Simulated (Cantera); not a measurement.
A closed system holds: 1 mol Al(CH₃)₃, 1.6 mol N₂O, 890 mol N₂, at 1.00 bar.

Equilibrium computed with Cantera from the NASA thermochemical tables; the gas is ideal and each condensed phase is pure. Candidate condensed phases: Al, AlN, Al₂O₃, C, C₆H₆, C₇H₈, C₈H₁₈, H₂O; 148 gas species. The feed counts by its element totals alone. Mutual solubility and eutectic melting of coexisting phases are not modelled. Condensed phases not in the tables: aluminium oxynitride. Kinetics and transport are ignored.

x: gas mole fraction; n: condensed amount in mol.

```tsv
T (K)	x N₂	x H₂	x CO	x HCN	x H	n Al₂O₃(s)	n C(graphite)	n AlN(s)
975	0.995	0.00501	0.000111	2.43e-7	8.10e-11	0.500	2.90	0
1075	0.995	0.00502	0.000112	1.12e-6	1.04e-9	0.500	2.90	0
1175	0.995	0.00502	0.000112	…	…	0.500	2.90	0
1275	0.994	0.00501	0.000557	1.15e-5	5.22e-8	0.367	2.49	0.266
1375	0.993	0.00500	0.00178	…	…	0	1.37	1.00
1475	0.993	0.00498	0.00178	6.22e-5	9.16e-7	0	1.34	1.00
1575	0.993	0.00495	0.00178	0.000123	2.92e-6	0	1.29	1.000
1675	0.993	0.00490	0.00178	0.000222	8.12e-6	0	1.19	1.000
1775	0.993	0.00481	0.00178	0.000375	2.01e-5	0	1.05	1.000
1875	0.993	0.00468	0.00178	0.000594	4.48e-5	0	0.839	0.998
1975	0.993	0.00450	0.00178	0.000892	9.18e-5	0	0.548	0.988
2075	0.992	0.00424	0.00178	0.00127	0.000174	0	0.168	0.926
```

Task: Fill in the missing entries.

Result: 
- 1175, x HCN: 3.97e-6
- 1175, x H: 8.68e-9
- 1375, x HCN: 2.84e-5
- 1375, x H: 2.42e-7
